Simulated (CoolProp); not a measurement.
Vapour-liquid equilibrium of ethane (1) + propylene (2) at 0.11 MPa; x and y are mole fractions of (1).

The numbers come from the multi-fluid Helmholtz-energy mixture model, Bücker 2006 and Lemmon 2013; pair parameters Bell 2016 in CoolProp.

| x | bubble temperature (K) | y at the bubble point | dew temperature at overall composition x (K) | liquid density (mol/L) |
|---|---|---|---|---|
| 0.05 | 222.1 | 0.248 | 226.4 | 14.69 |
| 0.125 | 215.6 | 0.489 | 224.8 | 15.02 |
| 0.2 | 210.4 | 0.637 | 223.2 | 15.33 |
| 0.275 | 206.3 | 0.735 | 221.4 | 15.61 |
| 0.35 | 202.9 | 0.802 | 219.5 | 15.88 |
| 0.425 | 200.0 | 0.850 | 217.5 | 16.13 |
| 0.5 | 197.5 | 0.886 | 215.2 | 16.38 |
| 0.575 | 195.3 | 0.915 | 212.7 | 16.63 |
| 0.65 | 193.3 | 0.937 | 210.0 | 16.88 |
| 0.725 | 191.5 | 0.955 | 206.8 | 17.12 |
| 0.8 | 189.9 | 0.970 | 203.0 | 17.37 |
| 0.875 | 188.4 | 0.983 | 198.3 | 17.61 |
| 0.95 | 187.0 | 0.994 | 192.0 | 17.86 |

No azeotrope shows between x = 0.05 and 0.95.

Pair parameters are fitted to limited data, so mixtures are less certain than the pure fluids.
